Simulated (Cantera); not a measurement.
What does this Cantera script print?

```python
import numpy as np
import cantera as ct

gas = ct.Solution("h2o2.yaml")
gas.TPX = 300, 13332, {'H2': 1, 'O2': 0.704, 'N2': 2}
flame = ct.FreeFlame(gas, width=0.16)
flame.set_refine_criteria(ratio=3, slope=0.08, curve=0.16)
flame.transport_model = "mixture-averaged"
flame.solve(loglevel=0, auto=True)
z, T = flame.grid, flame.T
thick = (T[-1] - T[0]) / np.gradient(T, z).max()
show = ['H2', 'O2', 'O', 'H2O', 'H2O2', 'H']
print(f"laminar burning velocity  {flame.velocity[0] * 100:.3f} cm/s")
print(f"burnt temperature         {T[-1]:.1f} K")
print(f"thermal thickness         {thick * 1e3:.4f} mm")
print(f"grid points               {len(z)}")
z0 = z[flame.heat_release_rate.argmax()]
print(f"{'z/mm':>9s}{'T/K':>9s}{'u/(m/s)':>9s}" + "".join(f"{s:>11s}" for s in show))
rows = []
for k in (-3, -2, -1.5, -1, -0.5, -0.25, 0, 0.25, 0.5, 1, 2, 4, 8):
    zz = z0 + k * thick
    rows.append([k * thick, np.interp(zz, z, T), np.interp(zz, z, flame.velocity),
                 *(np.interp(zz, z, flame.X[gas.species_index(s)]) for s in show)])
    print(f"{rows[-1][0] * 1e3:9.3f}{rows[-1][1]:9.1f}{rows[-1][2]:9.3f}" + "".join(f"{x:11.3e}" for x in rows[-1][3:]))
```

Output:

```
laminar burning velocity  192.565 cm/s
burnt temperature         2224.9 K
thermal thickness         4.4196 mm
grid points               119
     z/mm      T/K  u/(m/s)         H2         O2          O        H2O       H2O2          H
  -13.259    300.0    1.926  2.700e-01  1.901e-01  8.433e-16  5.923e-15  3.624e-16  1.133e-19
   -8.839    300.0    1.926  2.700e-01  1.901e-01  1.483e-13  1.925e-12  2.832e-14  2.370e-17
   -6.629    300.0    1.926  2.700e-01  1.901e-01  2.261e-12  4.050e-11  6.466e-13  6.677e-16
   -4.420    300.0    1.926  2.699e-01  1.901e-01  1.664e-10  6.271e-09  1.250e-10  1.359e-12
   -2.210    304.5    1.947  2.670e-01  1.908e-01  2.942e-07  5.852e-05  1.957e-06  7.164e-07
   -1.105    549.4    3.412  2.305e-01  1.886e-01  1.034e-04  1.737e-02  4.728e-05  4.010e-03
    0.000   1011.3    6.058  1.239e-01  1.520e-01  5.183e-03  1.057e-01  1.243e-06  3.500e-02
    1.105   1313.2    7.793  3.989e-02  9.169e-02  1.556e-02  2.078e-01  1.444e-06  5.431e-02
    2.210   1454.8    8.586  2.709e-02  7.751e-02  1.789e-02  2.307e-01  1.028e-06  4.890e-02
    4.420   1605.4    9.392  2.565e-02  7.295e-02  1.690e-02  2.409e-01  5.525e-07  3.724e-02
    8.839   1761.1   10.195  2.332e-02  6.947e-02  1.439e-02  2.519e-01  2.726e-07  2.560e-02
   17.678   1909.6   10.935  1.923e-02  6.655e-02  1.108e-02  2.642e-01  1.467e-07  1.574e-02
   35.357   2042.6   11.579  1.397e-02  6.435e-02  7.547e-03  2.768e-01  9.132e-08  8.284e-03
```

Model: the H2/O2 subset of GRI-Mech 3.0, which has no nitrogen chemistry, integrated in Cantera. Burning velocities carry a grid error of a few per cent, more on coarse grids.
